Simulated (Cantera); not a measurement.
A Cantera script and what it prints.

```python
import numpy as np
import cantera as ct

gas_names = [...]  # 116 gases of nasa_gas.yaml made of C, H, Mg, O
cond_names = """
    C(gr) C6H6(L) C7H8(L) C8H18(L),n-octa H2O(s) H2O(L) Mg(cr) Mg(L) MgCO3(s) MgO(s) MgO(L) MgO2H2(s)
""".split()


# ... load() reads the species with a 1 bar reference pressure and builds the phases ...
atoms = {
    'MgO': {'Mg': 1, 'O': 1},
    'H2': {'H': 2},
    'C': {'C': 1},
}
top_T = {'C(gr)': 4500}  # K; cautious upper limits of use, not melting points


# ... equilibrate(T, P, feed) seeds the gas with the atoms and calls Mixture.equilibrate('TP', solver="vcs", rtol=1e-11, max_steps=5000) ...
results = []
feed = {'MgO': 1, 'H2': 1.9, 'C': 0.15}  # mol
T = 2623.15  # K
P = 1400  # Pa
mix = equilibrate(T, P, feed)
results.append((T, P, feed, dict(zip(mix.species_names, mix.species_moles))))
print(gas.report(threshold=1e-05))
for i in range(1, mix.n_phases):
    print(f"{mix.phase(i).name:16s} {mix.phase_moles(i):12.5e} mol")
```

Result:

```
       temperature   2623.2 K
          pressure   1400 Pa
           density   0.00084951 kg/m^3
  mean mol. weight   13.234 kg/kmol
   phase of matter   gas

                          1 kg             1 kmol
                     ---------------   ---------------
          enthalpy        7.8486e+06        1.0387e+08  J
   internal energy        6.2006e+06         8.206e+07  J
           entropy             19699         2.607e+05  J/K
    Gibbs function       -4.3825e+07       -5.7999e+08  J
 heat capacity c_p            2461.7             32579  J/K
 heat capacity c_v            1833.5             24265  J/K

                      mass frac. Y      mole frac. X     chem. pot. / RT
                     ---------------   ---------------   ---------------
                CO          0.082548          0.039003           -41.241
               CO2          0.014008         0.0042125           -61.029
                 H          0.013779            0.1809           -13.001
                H2          0.039297           0.25797           -26.002
               H2O            0.2477           0.18197           -45.789
                Mg           0.51584           0.28088           -19.894
               MgH        0.00067263        0.00035167           -32.895
               MgO          0.010749         0.0035294           -39.681
              MgOH          0.010225         0.0032757           -52.682
            MgO2H2        0.00030167        6.8457e-05           -85.471
                 O          0.016535          0.013678           -19.787
                OH          0.038868          0.030246           -32.788
                O2         0.0094793         0.0039206           -39.575
     [ +103 minor]         1.462e-06        5.5316e-07

C(gr)             0.00000e+00 mol
Mg(L)             0.00000e+00 mol
MgO(s)            0.00000e+00 mol
```

Cantera equilibrium calculation (NASA polynomials, part measured and part estimated; ideal gas, pure solids and liquids). The tables' values for MgH are old estimates; treat these amounts as uncertain.
